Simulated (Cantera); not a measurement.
Input (Python, Cantera) and output of one run.

```python
import numpy as np
import cantera as ct

gas_names = """
    H HO2 H2 H2O H2O2 O OH O2 O3 Si SiH SiH2 SiH3 SiH4 SiO SiO2 Si2 Si3
""".split()
cond_names = """
    H2O(s) H2O(L) Si(cr) Si(L) SiO2(Lqz) SiO2(hqz) SiO2(L)
""".split()


# ... load() reads the species with a 1 bar reference pressure and builds the phases ...
atoms = {
    'SiH4': {'Si': 1, 'H': 4},
    'H2O': {'H': 2, 'O': 1},
}
top_T = {}  # K; cautious upper limits of use, not melting points


# ... equilibrate(T, P, feed) seeds the gas with the atoms and calls Mixture.equilibrate('TP', solver="vcs", rtol=1e-11, max_steps=5000) ...
results = []
feed = {'SiH4': 1, 'H2O': 0.91}  # mol
T = 1448.15  # K
P = 28  # Pa
mix = equilibrate(T, P, feed)
results.append((T, P, feed, dict(zip(mix.species_names, mix.species_moles))))
x = sorted(zip(gas.X, gas.species_names), reverse=True)
print(f"T = {T:g} K  P = {P:g} Pa  gas = {mix.phase_moles(0):.4g} mol")
print("   x: " + "  ".join(f"{s} {v:.3e}" for v, s in x if v > 1e-06))
print("   condensed (mol): " + ("  ".join(f"{mix.phase(i).name} {mix.phase_moles(i):.4g}"
      for i in range(1, mix.n_phases) if mix.phase_moles(i) > 1e-12) or "none"))
```

Output:

```
T = 1448.15 K  P = 28 Pa  gas = 3.821 mol
   x: H2 7.613e-01  SiO 2.382e-01  H 4.816e-04  Si 1.048e-05
   condensed (mol): Si(cr) 0.08996
```

Cantera equilibrium calculation (NASA polynomials, part measured and part estimated; ideal gas, pure solids and liquids).
